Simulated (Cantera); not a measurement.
## Reactions in the system Ca-F-O-S

Standard-state values (1 bar) from the NASA 1993 polynomials, evaluated with Cantera. Values are per mole of reaction as written; species without (g) are pure solids or liquids, kept so even where they would boil at 1 bar.

SO2(g) + CaF2 → CaS + O2(g) + 2 F(g)

| T (K) | ΔH° (kJ) | ΔS° (J/K) | ΔG° (kJ) | log10 K | condensed phases |
|---|---|---|---|---|---|
| 1048 | 1206.5 | 262.9 | 931.0 | -46.40 | CaF2(s), CaS(s) |
| 1148 | 1204.9 | 261.4 | 904.8 | -41.17 | CaF2(s), CaS(s) |
| 1248 | 1203.0 | 259.8 | 878.7 | -36.78 | CaF2(s), CaS(s) |
| 1348 | 1200.7 | 258.1 | 852.8 | -33.05 | CaF2(s), CaS(s) |
| 1448 | 1192.9 | 252.5 | 827.2 | -29.84 | CaF2(s), CaS(s) |
| 1548 | 1188.3 | 249.5 | 802.1 | -27.07 | CaF2(s), CaS(s) |
| 1648 | 1183.6 | 246.5 | 777.3 | -24.64 | CaF2(s), CaS(s) |
| 1748 | 1150.6 | 227.0 | 753.8 | -22.52 | CaF2(l), CaS(s) |
| 1848 | 1148.5 | 225.8 | 731.1 | -20.67 | CaF2(l), CaS(s) |
